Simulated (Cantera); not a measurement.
Input: 1 mol SiO2, 400 mol H2, 13 mol N2, held at 1425 °C and 100000 Pa.

Equilibrium computed with Cantera from the NASA thermochemical tables; the gas is ideal and each condensed phase is pure. Candidate condensed phases: H2O, Si, SiO2, Si2N2O, Si3N4; 35 gas species. The tables hold silica as quartz up to 1696 K and as liquid above; real silica turns to tridymite and cristobalite and melts near 1996 K. The numbers say what is thermodynamically allowed, not how fast it happens.

Base state: H2 0.967, N2 0.0315, H2O 0.000506, SiO 0.000506, H 0.000142 (mole fractions); condensed: SiO2(condensed).

Q: What changes in the equilibrium state with this change: temperature from 1425 °C to 350 °C?

A: 
| species | before | after |
|---|---|---|
| H2 | 0.967 | 0.966 |
| N2 | 0.0315 | 0.0293 |
| NH3 | 6.17e-6 | 0.00461 |
| SiO | 0.000506 | <1e-9 |
| H | 0.000142 | <1e-9 |
| H2O | 0.000506 | 1.78e-6 |
| SiO2(condensed), mol | 0.791 | 0 |
| SiO2(α-quartz), mol | 0 | 1.000 |
| Si2N2O(s), mol | 0 | 0.000243 |
N2 is the only nitrogen source here; it is nearly inert below about 1500 K, so the nitride shown seldom forms there in practice.

Q: What changes in the equilibrium state with this change: temperature from 1425 °C to 1625 °C?

A: 
| species | before | after |
|---|---|---|
| H2 | 0.967 | 0.963 |
| N2 | 0.0315 | 0.0314 |
| SiO | 0.000506 | 0.00241 |
| H2O | 0.000506 | 0.00241 |
| H | 0.000142 | 0.000767 |
| SiO2(condensed), mol | 0.791 | 0 |
